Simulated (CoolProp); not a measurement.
Propylene at 298.15 K and 0.647 MPa is compressed adiabatically to 1.82 MPa with isentropic efficiency 0.9. Each further row changes one setting.

The numbers come from the reference Helmholtz-energy equation of state, Lemmon 2013 in CoolProp.

| case | work (kJ/kg) | final temperature (K) | final density (kg/m³) |
|---|---|---|---|
| as stated | [?] | [?] | 32.0 |
| efficiency 1 | [?] | [?] | 32.6 |
| efficiency 0.65 | [?] | [?] | 30.2 |

Problem. Some entries are withheld; supply them.

Solution. 
- as stated, work (kJ/kg): 62.9
- as stated, final temperature (K): 349.8
- efficiency 1, work (kJ/kg): 56.6
- efficiency 1, final temperature (K): 346.8
- efficiency 0.65, work (kJ/kg): 87.1
- efficiency 0.65, final temperature (K): 361.6
